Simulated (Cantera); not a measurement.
**TEOS + O₂ + N₂ (silicon oxide and oxynitride deposition)**

A closed system holds: 1 mol TEOS, 0.45 mol O₂, 98 mol N₂, held at 133 Pa.

Method: chemical equilibrium by Gibbs-energy minimisation in Cantera with the NASA 1993 tables (ideal gas, pure condensed phases). Candidate condensed phases: C, C₆H₆, C₇H₈, C₈H₁₈, H₂O, Si, SiC, SiO₂, Si₂N₂O, Si₃N₄; 151 gas species. The feed counts by its element totals alone. N₂ is the only nitrogen source here; it is nearly inert below about 1500 K, so the nitride shown seldom forms there in practice. The tables' values for SiN are old estimates; treat these amounts as uncertain. The numbers say what is thermodynamically allowed, not how fast it happens.

```json
[
 {"T (K)": "1298", "x N₂": "0.871", "x H₂": "0.0893", "x CO": "0.0393", "x H": "8.77e-6", "x Si": "9.14e-12", "x HCN": "5.67e-5", "x SiO": "2.96e-6", "x SiC₂": "<1e-12", "n C(graphite)": "3.59", "n Si₂N₂O(s)": "0.500", "n SiC(s)": "0"},
 {"T (K)": "1398", "x N₂": "0.871", "x H₂": "0.0893", "x CO": "0.0393", "x H": "3.87e-5", "x Si": "2.67e-9", "x HCN": "0.000136", "x SiO": "4.67e-5", "x SiC₂": "1.82e-12", "n C(graphite)": "3.59", "n Si₂N₂O(s)": "0.497", "n SiC(s)": "0"},
 {"T (K)": "1498", "x N₂": "0.868", "x H₂": "0.0884", "x CO": "0.0433", "x H": "0.000140", "x Si": "5.44e-8", "x HCN": "0.000289", "x SiO": "8.42e-5", "x SiC₂": "9.35e-11", "n C(graphite)": "2.09", "n Si₂N₂O(s)": "0", "n SiC(s)": "0.990"},
 {"T (K)": "1598", "x N₂": "0.868", "x H₂": "0.0881", "x CO": "0.0433", "x H": "0.000433", "x Si": "7.32e-7", "x HCN": "0.000559", "x SiO": "0.000125", "x SiC₂": "2.81e-9", "n C(graphite)": "2.06", "n Si₂N₂O(s)": "0", "n SiC(s)": "0.986"},
 {"T (K)": "1698", "x N₂": "0.867", "x H₂": "0.0874", "x CO": "0.0432", "x H": "0.00117", "x Si": "7.23e-6", "x HCN": "0.000997", "x SiO": "0.000176", "x SiC₂": "5.60e-8", "n C(graphite)": "2.02", "n Si₂N₂O(s)": "0", "n SiC(s)": "0.979"},
 {"T (K)": "1798", "x N₂": "0.866", "x H₂": "0.0862", "x CO": "0.0431", "x H": "0.00283", "x Si": "5.52e-5", "x HCN": "0.00166", "x SiO": "0.000238", "x SiC₂": "7.96e-7", "n C(graphite)": "1.96", "n Si₂N₂O(s)": "0", "n SiC(s)": "0.966"},
 {"T (K)": "1898", "x N₂": "0.864", "x H₂": "0.0838", "x CO": "0.0429", "x H": "0.00620", "x Si": "0.000339", "x HCN": "0.00260", "x SiO": "0.000312", "x SiC₂": "8.50e-6", "n C(graphite)": "1.89", "n Si₂N₂O(s)": "0", "n SiC(s)": "0.923"},
 {"T (K)": "1998", "x N₂": "0.859", "x H₂": "0.0796", "x CO": "0.0427", "x H": "0.0124", "x Si": "0.00174", "x HCN": "0.00382", "x SiO": "0.000395", "x SiC₂": "7.12e-5", "n C(graphite)": "1.91", "n Si₂N₂O(s)": "0", "n SiC(s)": "0.735"},
 {"T (K)": "2098", "x N₂": "0.848", "x H₂": "0.0726", "x CO": "0.0421", "x H": "0.0227", "x Si": "0.00712", "x HCN": "0.00528", "x SiO": "0.000457", "x SiC₂": "0.000455", "n C(graphite)": "2.34", "n Si₂N₂O(s)": "0", "n SiC(s)": "0"}
]
```
x: gas mole fraction; n: condensed amount in mol.

From 1298 K to 1398 K the condensed part is C(graphite) + Si₂N₂O(s). From 1498 K to 1998 K the condensed part is C(graphite) + SiC(s). At 2098 K the condensed part is C(graphite). The main Si-bearing gas is SiO at 1298 K and Si at 2098 K. The share of Si in condensed phases is highest at 1298 K (100.0 %) and lowest at 2098 K (0.0 %).
